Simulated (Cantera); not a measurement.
Charge: 1 mol Si, 1.7 mol Cl2, 2.2 mol H2.

Equilibrium computed with Cantera from the NASA thermochemical tables; the gas is ideal and each condensed phase is pure. Candidate condensed phases: Si; 19 gas species. The tables' values for SiCl3 are old estimates. Rates play no part.

Q: What condenses at these points (T in K, P in Pa): (1423, 1600000); (1473, 240000); (1448, 36000); (1398, 240000); (1398, 3000000)?

A: 
```json
[
 {"T (K)": "1423", "P in Pa": "1600000", "condensed phases": "Si", "Si condensed (%)": "4.5"},
 {"T (K)": "1473", "P in Pa": "240000", "condensed phases": "Si", "Si condensed (%)": "3.6"},
 {"T (K)": "1448", "P in Pa": "36000", "condensed phases": "gas only", "Si condensed (%)": "0.0"},
 {"T (K)": "1398", "P in Pa": "240000", "condensed phases": "Si", "Si condensed (%)": "6.8"},
 {"T (K)": "1398", "P in Pa": "3000000", "condensed phases": "Si", "Si condensed (%)": "3.1"}
]
```
